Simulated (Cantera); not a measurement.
An isothermal, constant-pressure homogeneous reactor starts with H2 : O2 : N2 = 1.9 : 1 : 2.4 (molar parts), equivalence ratio 0.95, at 1275 K and 11000 Pa.

Cantera simulation using the H2/O2 subset of GRI-Mech 3.0, which has no nitrogen chemistry; the numbers are that mechanism's predictions, not measurements. The temperature is held fixed by assumption; the heat of reaction is taken as removed at once.

x: mole fraction; the columns are a selection and need not sum to one.

| t (s) | x H2 | x O2 | x HO2 | x H2O2 | x H2O | x H | x OH |
|---|---|---|---|---|---|---|---|
| 0.000600 | 0.0480 | 0.0497 | 8.61e-6 | ? | 0.286 | 0.101 | 0.00759 |
| 0.00174 | 0.0294 | 0.0297 | 6.19e-6 | ? | 0.373 | 0.0295 | 0.00457 |
| 0.00505 | 0.0120 | 0.0176 | 3.83e-6 | ? | 0.416 | 0.00530 | 0.00222 |
| 0.0146 | 0.00348 | 0.0130 | 2.42e-6 | ? | 0.431 | 0.000672 | 0.00100 |
| 0.0424 | 0.000694 | 0.0117 | 1.11e-6 | ? | 0.436 | 5.55e-5 | 0.000420 |
| 0.123 | 0.000108 | 0.0115 | 2.60e-7 | ? | 0.437 | 3.42e-6 | 0.000165 |
| 0.357 | 1.81e-5 | 0.0115 | 4.77e-8 | ? | 0.437 | 2.40e-7 | 6.91e-5 |
| 1.03 | 3.94e-6 | 0.0115 | 1.12e-8 | ? | 0.437 | 2.53e-8 | 3.30e-5 |
| 3.00 | 1.23e-6 | 0.0115 | 4.87e-9 | ? | 0.437 | 4.49e-9 | 1.86e-5 |

Question: Fill in the missing entries.

Answer: 
- 0.000600, x H2O2: 1.16e-6
- 0.00174, x H2O2: 1.38e-6
- 0.00505, x H2O2: 1.17e-6
- 0.0146, x H2O2: 6.84e-7
- 0.0424, x H2O2: 2.55e-7
- 0.123, x H2O2: 6.45e-8
- 0.357, x H2O2: 1.45e-8
- 1.03, x H2O2: 3.70e-9
- 3.00, x H2O2: 1.24e-9
